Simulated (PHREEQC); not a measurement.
**Polishing slurry liquid (model solution)**

Make-up at 25 °C: 1.9 mmol/kgw H2SO4 and 48 mmol/kgw KNO3. Closed to the air; pH follows from the charge balance.

Equilibrium calculation in PHREEQC: ion-association model, phreeqc.dat.

Precipitation was switched off in this run.

Question: What pH, density, specific conductance does the model give?

Answer: pH 2.52; density 1.000 g/cm³; specific conductance 7300 µS/cm.

Question: In which forms is S present?

Answer: SO4-2 76 %, HSO4- 12 %, KSO4- 11 % of the S.

Complexes and solids missing from the database can't appear.
